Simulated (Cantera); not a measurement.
An adiabatic, constant-pressure homogeneous reactor starts with H₂ : O₂ : N₂ = 1 : 0.333 : 1.25 (molar parts), at 975 K and 101000 Pa. Integrator tolerance rtol = 1e-08.

Detailed kinetics in Cantera: the H2/O2 subset of GRI-Mech 3.0, which has no nitrogen chemistry.

```csv
quantity,before,after
time of steepest temperature rise,0.911 ms,18.9 µs
temperature at 1.00 s,2654 K,2830 K
equilibrium temperature,2654 K,2830 K
x(H₂) at 1.00 s,0.143 (gas-phase equilibrium 0.143),0.143 (gas-phase equilibrium 0.143)
x(O₂) at 1.00 s,0.000557 (gas-phase equilibrium 0.000557),0.00201 (gas-phase equilibrium 0.00201)
x(O) at 1.00 s,0.000700 (gas-phase equilibrium 0.000700),0.00273 (gas-phase equilibrium 0.00273)
x(HO₂) at 1.00 s,4.10e-7 (gas-phase equilibrium 4.10e-7),1.51e-6 (gas-phase equilibrium 1.51e-6)
x(H) at 1.00 s,0.0181 (gas-phase equilibrium 0.0181),0.0343 (gas-phase equilibrium 0.0343)
x(H₂O₂) at 1.00 s,6.44e-8 (gas-phase equilibrium 6.44e-8),1.56e-7 (gas-phase equilibrium 1.56e-7)
```

Task: What was changed between the two runs?
A. pressure from 101000 Pa to 420000 Pa
B. initial temperature 975 to 1098 K
C. initial temperature 975 to 1400 K
D. constant volume in place of constant pressure

Result: C, initial temperature 975 to 1400 K
